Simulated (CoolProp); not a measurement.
Vapour-liquid equilibrium of R134a (1) + methanol (2) at 3.65 bar; x and y are mole fractions of (1).

Model: multi-fluid Helmholtz-energy mixture model, Tillner-Roth 1994 and de Reuck 1993; pair parameters Bell 2016, in CoolProp.

### Question
Give the bubble temperature and the first vapour's composition at x = 0.2, 0.35, 0.65. Is there an azeotrope?

### Answer
x = 0.2: 304.0 K, y = 0.939; x = 0.35: 295.9 K, y = 0.962; x = 0.65: 288.7 K, y = 0.978. No azeotrope shows between x = 0.05 and 0.95.

The pair parameters rest on a limited set of measurements; away from them the model extrapolates. With so large a gap from Raoult's law the liquid may split in two, which this calculation doesn't test in full.
